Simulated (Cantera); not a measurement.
A closed system holds: 1 mol N₂O, 0.12 mol SO₂, 32 mol N₂, equilibrated at 625 K and 0.00133 bar.

Method: chemical equilibrium by Gibbs-energy minimisation in Cantera with the NASA 1993 tables (ideal gas, pure condensed phases). Candidate condensed phases: S; 17 gas species. Kinetics and transport are ignored.

Base state: N₂ 0.983, O₂ 0.0133, SO₃ 0.00323, SO₂ 0.000349 (mole fractions); condensed: gas only.

Q: What changes in the equilibrium state with this change: SO₂ from 0.12 to 0.043 mol?

A: 
```csv
species,before,after
N₂,0.983,0.984
O₂,0.0133,0.0143
SO₃,0.00323,0.00116
SO₂,0.000349,0.000121
```

Q: What changes in the equilibrium state with this change: temperature from 625 K to 2175 K?

A: 
```json
[
 {"species": "N₂", "before": "0.983", "after": "0.977"},
 {"species": "O₂", "before": "0.0133", "after": "0.0104"},
 {"species": "O", "before": "<1e-9", "after": "0.00644"},
 {"species": "SO₃", "before": "0.00323", "after": "4.02e-8"},
 {"species": "SO", "before": "<1e-9", "after": "0.000516"},
 {"species": "NO", "before": "1.20e-8", "after": "0.00296"}
]
```

Q: What changes in the equilibrium state with this change: temperature from 625 K to 2925 K?

A: 
```json
[
 {"species": "N₂", "before": "0.983", "after": "0.961"},
 {"species": "O", "before": "<1e-9", "after": "0.0340"},
 {"species": "S", "before": "<1e-9", "after": "0.00332"},
 {"species": "O₂", "before": "0.0133", "after": "0.000204"},
 {"species": "SO₃", "before": "0.00323", "after": "<1e-9"},
 {"species": "N", "before": "<1e-9", "after": "0.000228"}
]
```
